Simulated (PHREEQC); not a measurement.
KOH is added in steps, without added water, to 1 kg of water holding 11 mmol/kgw AgNO3, 3.3 mmol/kgw KBr and 0.033 mmol/kgw Na2SO4, at 20 °C. O2 is buffered at 0.21 atm. The system is closed to CO2. No solid was allowed to form.

Base run: PHREEQC, ion-association model, wateq4f.dat. Each further column changes one thing. The table gives Ag(OH)2- (mol/kgw).

| KOH added (mol) | base | metal-ligand complexes left out | Debye-Hückel limiting law | all activity coefficients set to 1 | Davies equation for every ion |
|---|---|---|---|---|---|
| 0 | 5.88e-13 | 7.02e-13 | 6.06e-13 | 5.34e-13 | 5.97e-13 |
| 0.0004312 | 6.43e-6 | 6.38e-6 | 6.42e-6 | 6.43e-6 | 6.44e-6 |
| 0.001294 | 5.18e-5 | 5.18e-5 | 5.17e-5 | 5.21e-5 | 5.19e-5 |
| 0.001725 | 8.76e-5 | 8.79e-5 | 8.74e-5 | 8.83e-5 | 8.78e-5 |
| 0.002587 | 0.000180 | 0.000182 | 0.000179 | 0.000182 | 0.000180 |
| 0.003019 | 0.000235 | 0.000238 | 0.000234 | 0.000238 | 0.000235 |
| 0.003881 | 0.000358 | 0.000365 | 0.000357 | 0.000364 | 0.000359 |
| 0.004313 | 0.000426 | 0.000436 | 0.000425 | 0.000434 | 0.000427 |
| 0.005175 | 0.000572 | 0.000588 | 0.000570 | 0.000584 | 0.000574 |
| 0.005606 | 0.000649 | 0.000670 | 0.000647 | 0.000664 | 0.000651 |
| 0.006469 | 0.000811 | 0.000841 | 0.000807 | 0.000831 | 0.000813 |
| 0.0069 | 0.000895 | 0.000931 | 0.000891 | 0.000917 | 0.000897 |

In at least one series the solution becomes supersaturated in solids that the run did not let form, among them Bromyrite, Ag2O.
